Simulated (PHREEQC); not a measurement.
**Nickel, zinc or cadmium bath: speciation**

Consider water at 25 °C with 0.036 mol/kgw ZnSO4 and 0.021 mol/kgw HCl. Closed to the air; pH follows from the charge balance.

The numbers come from PHREEQC with the ion-association model, phreeqc.dat.

```json
{
 "pH": "1.96",
 "ionic_strength": "0.0995 mol/kgw",
 "density": "1.003 g/cm³",
 "total_alkalinity": "-21.0 meq/kg"
}
```

| species | molality | activity | log γ |
|---|---|---|---|
| Zn+2 | 0.0232 | 0.00873 | -0.424 |
| Cl- | 0.0205 | 0.0157 | -0.115 |
| SO4-2 | 0.0147 | 0.00550 | -0.428 |
| H+ | 0.0134 | 0.0111 | -0.083 |
| ZnSO4 | 0.0110 | 0.0112 | 0.010 |
| HSO4- | 0.00758 | 0.00592 | -0.107 |
| Zn(SO4)2-2 | 0.00135 | 0.000503 | -0.428 |

No solid was allowed to form.
